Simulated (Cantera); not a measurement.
## Low-pressure radical oxidation in H2/O2

An isothermal, constant-pressure homogeneous reactor starts with 8.65 % H2, 24.0 % O2, 67.3 % N2, at 900 K and 0.00257 atm.

Cantera simulation using the H2/O2 subset of GRI-Mech 3.0, which has no nitrogen chemistry; the numbers are that mechanism's predictions, not measurements. Radical loss at walls, strong at low pressure, is not modelled. Below about 950 K walls govern HO2 and H2O2 in real vessels. The temperature is held fixed by assumption; the heat of reaction is taken as removed at once.

```json
[
 {"t (s)": "0.000100", "x H2": "0.0865", "x O2": "0.240", "x H2O": "<1e-12", "x O": "<1e-12", "x HO2": "<1e-12", "x H2O2": "<1e-12", "x OH": "<1e-12"},
 {"t (s)": "0.000444", "x H2": "0.0865", "x O2": "0.240", "x H2O": "<1e-12", "x O": "<1e-12", "x HO2": "<1e-12", "x H2O2": "<1e-12", "x OH": "<1e-12"},
 {"t (s)": "0.00197", "x H2": "0.0865", "x O2": "0.240", "x H2O": "<1e-12", "x O": "<1e-12", "x HO2": "3.71e-12", "x H2O2": "<1e-12", "x OH": "<1e-12"},
 {"t (s)": "0.00877", "x H2": "0.0865", "x O2": "0.240", "x H2O": "2.25e-11", "x O": "8.62e-12", "x HO2": "1.66e-11", "x H2O2": "<1e-12", "x OH": "2.65e-12"},
 {"t (s)": "0.0390", "x H2": "0.0865", "x O2": "0.240", "x H2O": "1.62e-8", "x O": "3.91e-9", "x HO2": "1.75e-10", "x H2O2": "<1e-12", "x OH": "1.14e-9"},
 {"t (s)": "0.173", "x H2": "0.00507", "x O2": "0.204", "x H2O": "0.0615", "x O": "0.0120", "x HO2": "6.99e-7", "x H2O2": "6.95e-9", "x OH": "0.00107"},
 {"t (s)": "0.770", "x H2": "0.00149", "x O2": "0.205", "x H2O": "0.0837", "x O": "0.00451", "x HO2": "7.45e-7", "x H2O2": "1.00e-8", "x OH": "0.000599"},
 {"t (s)": "3.42", "x H2": "6.46e-5", "x O2": "0.206", "x H2O": "0.0903", "x O": "0.000183", "x HO2": "4.22e-7", "x H2O2": "1.56e-8", "x OH": "0.000109"},
 {"t (s)": "15.2", "x H2": "1.80e-6", "x O2": "0.206", "x H2O": "0.0904", "x O": "5.36e-6", "x HO2": "4.74e-8", "x H2O2": "5.53e-9", "x OH": "1.84e-5"},
 {"t (s)": "67.5", "x H2": "1.35e-7", "x O2": "0.206", "x H2O": "0.0904", "x O": "4.60e-7", "x HO2": "5.16e-9", "x H2O2": "1.62e-9", "x OH": "5.40e-6"},
 {"t (s)": "300", "x H2": "1.86e-8", "x O2": "0.206", "x H2O": "0.0905", "x O": "6.81e-8", "x HO2": "8.30e-10", "x H2O2": "5.27e-10", "x OH": "2.08e-6"}
]
```
x: mole fraction; the columns are a selection and need not sum to one.

Equilibrium at this temperature and pressure: H2 1.26e-11, O2 0.206, H2O 0.0905, O 4.82e-11, HO2 3.34e-11, H2O2 1.42e-12, OH 5.52e-8 (gas phase only).
